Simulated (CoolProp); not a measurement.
A Linde-Hampson liquefier for oxygen: isothermal reversible compression at 200 K from 1 atm to 25 MPa, throttling to 1 atm, return gas leaving the recuperator 0 K below the feed. Each further row changes one setting.

Model: reference Helmholtz-energy equation of state, Schmidt 1985, in CoolProp.

```
case                        liquid yield per pass  compression work (kJ/kg of gas)
--------------------------  ---------------------  -------------------------------
as stated                                   0.359                              254
high pressure 50 MPa                        0.372                              287
warm-end temperature 230 K                  0.256                              307
warm-end gap 5 K                            0.350                              254
```
